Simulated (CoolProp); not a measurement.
Vapour-liquid equilibrium of R1234yf (1) + R227EA (2) at 341.2 K; x and y are mole fractions of (1).

Values from CoolProp's multi-fluid Helmholtz-energy mixture model, Lemmon 2022 and Lemmon 2016; pair parameters Bell 2016.

```csv
x,bubble pressure (MPa),y at the bubble point,dew pressure at overall composition x (MPa),liquid density (mol/L)
0.05,1.449,0.061,1.444,6.904
0.125,1.489,0.149,1.478,6.970
0.2,1.528,0.233,1.512,7.038
0.275,1.567,0.315,1.548,7.107
0.35,1.606,0.394,1.584,7.177
0.425,1.646,0.471,1.622,7.249
0.5,1.685,0.546,1.661,7.323
0.575,1.725,0.619,1.701,7.398
0.65,1.765,0.690,1.743,7.474
0.725,1.806,0.759,1.786,7.551
0.8,1.847,0.827,1.831,7.630
0.875,1.889,0.893,1.878,7.710
0.95,1.932,0.958,1.927,7.791
```

No azeotrope shows between x = 0.05 and 0.95.

The pair parameters rest on a limited set of measurements; away from them the model extrapolates.
